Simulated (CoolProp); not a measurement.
Properties of ethylene at several states.

Values from CoolProp's reference Helmholtz-energy equation of state, Smukala 2000.

```tsv
T (°C)	p (kPa)	phase	density (kg/m³)	cp (kJ/(kg K))	expansivity (1/kK)
80.45	27400	supercritical	345.9	2.850	4.198
156.05	3580	gas	29.87	2.131	2.911
104.45	883	gas	8.078	1.854	2.870
53.55	487	gas	5.137	1.664	3.274
-125.65	1010	liquid	598.7	2.401	2.240
-67.15	25300	liquid	545.5	2.326	2.260
```
